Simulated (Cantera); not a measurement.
A freely propagating, adiabatic, planar premixed flame of 51.2 % H2, 9.16 % O2, 38.4 % N2, 1.33 % H2O, equivalence ratio 2.8, unburnt at 650 K and 0.110 bar; mixture-averaged transport, grid criteria slope 0.08 and curve 0.16, no radiation.

Model: the H2/O2 subset of GRI-Mech 3.0, which has no nitrogen chemistry, integrated in Cantera. Burning velocities carry a grid error of a few per cent, more on coarse grids.

x: mole fraction of selected species; z is measured from the peak of heat release.

```csv
z (mm),T (K),u (m/s),x H2,x O2,x O,x OH,x H2O,x H
-26.4,650,6.69,0.512,0.0916,<1e-8,<1e-8,0.0133,<1e-8
-17.6,650,6.69,0.512,0.0916,<1e-8,<1e-8,0.0133,<1e-8
-13.2,650,6.69,0.512,0.0916,<1e-8,<1e-8,0.0133,<1e-8
-8.80,650,6.69,0.512,0.0916,1.30e-8,<1e-8,0.0133,1.61e-6
-4.40,661,6.79,0.510,0.0913,1.07e-5,[?],0.0141,0.000798
-2.20,758,7.72,0.488,0.0878,0.000204,[?],0.0239,0.0118
0,1057,10.5,0.369,0.0476,0.00240,0.00100,0.108,0.0763
2.20,1255,12.5,0.289,0.00364,0.000881,0.00107,0.195,0.113
4.40,1328,13.1,0.288,0.000304,0.000427,0.00114,0.203,0.108
8.80,1414,13.9,0.296,0.000135,0.000410,[?],0.204,0.0964
17.6,1515,14.8,0.306,0.000118,0.000379,[?],0.205,0.0818
35.2,1621,15.7,0.317,9.16e-5,0.000308,0.00179,0.207,0.0660
70.4,1723,16.5,0.327,6.21e-5,0.000217,0.00176,0.209,0.0505
```

Q: Fill in the missing entries.

A: 
- -4.40, x OH: 1.48e-5
- -2.20, x OH: 0.000126
- 8.80, x OH: 0.00139
- 17.6, x OH: 0.00164
